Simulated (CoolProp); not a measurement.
n-butane along the isotherm 386.2 K: density (kg/m³) from the reference equation and from simpler models built on Tc = 425.1 K, pc = 3796 kPa, ω = 0.201; each cubic takes its own stable root.

Model: reference Helmholtz-energy equation of state, Bücker 2006, in CoolProp.

| p (kPa) | phase | reference |
|---|---|---|
| 380 | gas | 7.227 |
| 759 | gas | 15.29 |
| 1140 | gas | 24.59 |
| 1520 | gas | 35.73 |
| 1900 | gas | 50.27 |
| 2280 | liquid | 444.5 |
| 2660 | liquid | 447.8 |
| 3040 | liquid | 450.8 |
| 3420 | liquid | 453.5 |
| 3800 | liquid | 456.2 |
| 4180 | liquid | 458.7 |
| 4560 | liquid | 461.0 |
| 4930 | liquid | 463.2 |
| 5310 | liquid | 465.3 |
| 5690 | liquid | 467.4 |

Q: How far does each simpler model (van der Waals, Redlich-Kwong, Soave-Redlich-Kwong) lie from the reference over these 15 states: mean and median of the absolute difference, and the worst?

A: 
- van der Waals: mean 28.8 %, median 34.4 %, worst -86.6 % at 386.2 K and 2280 kPa
- Redlich-Kwong: mean 10.3 %, median 13.2 %, worst -17.7 % at 386.2 K and 2280 kPa
- Soave-Redlich-Kwong: mean 8.1 %, median 10.8 %, worst -13.8 % at 386.2 K and 2280 kPa

At some of these states van der Waals gives the other phase, because its saturation line lies elsewhere.
